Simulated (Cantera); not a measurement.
A perfectly stirred reactor is fed with CH₄ : N₂ = 1 : 4.7 (molar parts), at 1.00 atm; it is held at 1773 K, and followed from long to short residence time.

Model: GRI-Mech 3.0 (53 species, 325 reactions), integrated in Cantera. GRI-Mech 3.0 stops at C3 and has no aromatics, soot or wall deposition, so with more carbon than oxygen in the feed, carbon stays in small species such as C2H2 where larger ones or solid carbon would form.

```tsv
quantity	before	after
x(CH₄) at τ = 9.10 s	0.00347	0.00106
x(H₂) at τ = 9.10 s	0.219	0.0782
x(C₂H₆) at τ = 9.10 s	3.45e-7	8.59e-8
x(C₂H₄) at τ = 9.10 s	0.000455	5.88e-5
x(H) at τ = 9.10 s	0.000132	7.86e-5
x(CH₄) at τ = 0.130 s	0.0239	0.00846
x(H₂) at τ = 0.130 s	0.193	0.0675
x(C₂H₆) at τ = 0.130 s	1.30e-5	5.10e-6
x(C₂H₄) at τ = 0.130 s	0.000492	0.000103
x(H) at τ = 0.130 s	0.000111	6.58e-5
```

Name the change that produced these shifts.
A. temperature 1773 to 1100 K
B. temperature 1773 to 1123 K
C. CH4 1 to 0.28 parts
D. pressure from 1.00 atm to 0.132 atm

C, CH4 1 to 0.28 parts
